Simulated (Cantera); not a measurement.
Equilibrium for fluorocarbon and chlorocarbon gases: c-C4F8 + H2 + F2

Feed: 1 mol c-C4F8, 0.66 mol H2, 0.035 mol F2, held at 0.000330 bar.

These are equilibrium values from Cantera (NASA tables, ideal gas, pure condensed phases), not measurements of a reactor. Candidate condensed phases: C, C6H6, C7H8, C8H18; 95 gas species. The feed counts by its element totals alone. Gases not in the tables: C2F6 and larger saturated fluorocarbons. The numbers say what is thermodynamically allowed, not how fast it happens.

```tsv
T (°C)	log p F	log p CF4	log p HF	log p C	log p CF2	log p C3	log p H	log p CF	log p C2	n C(graphite)
1027	-8.33	-3.73	-3.84	<-15	-7.74	<-15	-12.70	-13.02	<-15	2.31
1227	-6.64	-3.73	-3.84	<-15	-6.24	<-15	-11.27	-10.42	<-15	2.31
1427	-5.35	-3.76	-3.85	-13.82	-5.11	-14.35	-10.17	-8.44	-15.44	2.29
1627	-4.37	-3.94	-3.92	-11.50	-4.30	-11.68	-9.33	-6.93	-12.76	2.15
1827	-3.79	-4.95	-4.14	-9.63	-4.09	-9.54	-8.58	-5.92	-10.61	2.28
2027	-3.62	-7.03	-4.23	-8.08	-4.53	-7.78	-7.56	-5.40	-8.83	3.25
2227	-3.59	-9.19	-4.26	-6.78	-5.12	-6.30	-6.55	-5.07	-7.34	3.57
2427	-3.60	-11.21	-4.30	-5.67	-5.71	-5.06	-5.66	-4.84	-6.07	2.81
2627	-3.65	-13.29	-4.47	-4.89	-6.48	-4.49	-4.99	-4.85	-5.33	0
2827	-3.66	-15.17	-4.81	-4.44	-7.30	-4.70	-4.62	-5.06	-5.14	0
3027	-3.68	<-15	-5.33	-4.15	-8.16	-5.20	-4.51	-5.36	-5.18	0
3227	-3.70	<-15	-5.87	-4.04	-9.05	-6.08	-4.50	-5.77	-5.52	0
```
log p: log10 of the partial pressure in bar; n: condensed amount in mol.

From 1027 °C to 2427 °C the condensed part is C(graphite). From 2627 °C to 3227 °C nothing is condensed. The main C-bearing gas is CF4 at 1027 °C and C at 3227 °C.
